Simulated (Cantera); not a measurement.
Equilibrium for halide evaporation, hydrolysis and transport: FeCl2 + H2O + N2 + O2

A closed system holds: 1 mol FeCl2, a varied amount of H2O, 43 mol N2, 4.4 mol O2, held at 1598 K and 86000 Pa.

Method: chemical equilibrium by Gibbs-energy minimisation in Cantera with the NASA 1993 tables (ideal gas, pure condensed phases). Candidate condensed phases: Fe, FeCl2, FeCl3, FeO, Fe(OH)2, Fe(OH)3, Fe2O3, Fe3O4, H2O, NH4Cl; 37 gas species. Equilibrium is a limit: real reactors are often held back by kinetics, nucleation or transport.

From 0.2 mol H2O to 11 mol H2O the condensed part is Fe2O3(s). The main Fe-bearing gas is FeCl2 throughout. The share of Fe in condensed phases is highest at 11 mol H2O (98.3 %) and lowest at 0.2 mol H2O (40.3 %).

| n(H2O) (mol) | x N2 | x H2O | x O2 | x HCl | x FeCl2 | x Cl | x Cl2 | n Fe2O3(s) |
|---|---|---|---|---|---|---|---|---|
| 0.2 | 0.886 | 0.000234 | 0.0858 | 0.00777 | 0.0115 | 0.00472 | 0.00163 | 0.201 |
| 0.35 | 0.884 | 0.000764 | 0.0853 | 0.0129 | 0.00963 | 0.00432 | 0.00136 | 0.250 |
| 0.63 | 0.879 | 0.00269 | 0.0846 | 0.0204 | 0.00689 | 0.00364 | 0.000966 | 0.322 |
| 1.1 | 0.871 | 0.00838 | 0.0835 | 0.0278 | 0.00412 | 0.00280 | 0.000573 | 0.394 |
| 2 | 0.856 | 0.0234 | 0.0819 | 0.0329 | 0.00209 | 0.00198 | 0.000286 | 0.446 |
| 3.5 | 0.831 | 0.0503 | 0.0795 | 0.0347 | 0.00109 | 0.00141 | 0.000146 | 0.471 |
| 6.1 | 0.792 | 0.0951 | 0.0757 | 0.0345 | 0.000575 | 0.00101 | 7.42e-5 | 0.484 |
| 11 | 0.726 | 0.170 | 0.0694 | 0.0324 | 0.000291 | 0.000695 | 3.52e-5 | 0.491 |
x: gas mole fraction; n: condensed amount in mol.
